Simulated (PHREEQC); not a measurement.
Reverse-osmosis permeate: speciation

A made-up water analysis in mg/L, 25 °C, pH 6.21, pe 0.2:

```json
[
 {"constituent": "Na", "mg/L": "2.94"},
 {"constituent": "K", "mg/L": "0.0533"},
 {"constituent": "Ca", "mg/L": "0.851"},
 {"constituent": "Mg", "mg/L": "0.545"},
 {"constituent": "Cl", "mg/L": "0.474"},
 {"constituent": "S(6) as SO4", "mg/L": "8.87"},
 {"constituent": "Alkalinity as HCO3", "mg/L": "1"},
 {"constituent": "Mn(2)", "mg/L": "0.106"},
 {"constituent": "Li", "mg/L": "0.00163"}
]
```

Cl is adjusted to close the charge balance.
Valence states are taken as typed.

All values are PHREEQC results (ion-association model, phreeqc.dat), not measurements.

Each row changes one thing in this solution. This is a speciation only: nothing precipitates in the calculation.

```
case                                               CO2 (mol/kgw)  HCO3- (mol/kgw)  MgSO4 (mol/kgw)  CaSO4 (mol/kgw)  NaSO4- (mol/kgw)  MnSO4 (mol/kgw)  SI of Rhodochrosite (MnCO3)  SI of Gypsum (CaSO4:2H2O)
-------------------------------------------------  -------------  ---------------  ---------------  ---------------  ----------------  ---------------  ---------------------------  -------------------------
as made                                                  2.31e-5          1.70e-5          3.98e-7          2.87e-7           5.38e-8          2.61e-8                        -3.53                      -4.21
temperature from 25 to 55 °C at the same typed pH        1.97e-5          1.69e-5       (withheld)          3.46e-7           6.33e-8          4.28e-8                        -3.27                      -4.16
pH from 6.21 to 6.71 at the same alkalinity              7.09e-6          1.65e-5          3.98e-7          2.87e-7           5.38e-8          2.61e-8                        -3.04                      -4.21
pH from 6.21 to 5.5 at the same alkalinity              0.000137       (withheld)          3.98e-7          2.87e-7           5.38e-8          2.60e-8                   (withheld)                      -4.21
Alkalinity from 1 to 2 mg/L                           (withheld)          3.34e-5          3.98e-7          2.87e-7           5.38e-8          2.60e-8                   (withheld)                      -4.21
```

Task: Some entries are withheld; supply them.

Result: 
- temperature from 25 to 55 °C at the same typed pH, MgSO4 (mol/kgw): 7.78e-7
- pH from 6.21 to 5.5 at the same alkalinity, HCO3- (mol/kgw): 1.96e-5
- pH from 6.21 to 5.5 at the same alkalinity, SI of Rhodochrosite (MnCO3): -4.17
- Alkalinity from 1 to 2 mg/L, CO2 (mol/kgw): 4.53e-5
- Alkalinity from 1 to 2 mg/L, SI of Rhodochrosite (MnCO3): -3.23

Complexes and solids missing from the database can't appear. Away from 25 °C the constants follow the database's enthalpies or fits; those with neither stay at their 25 °C values.
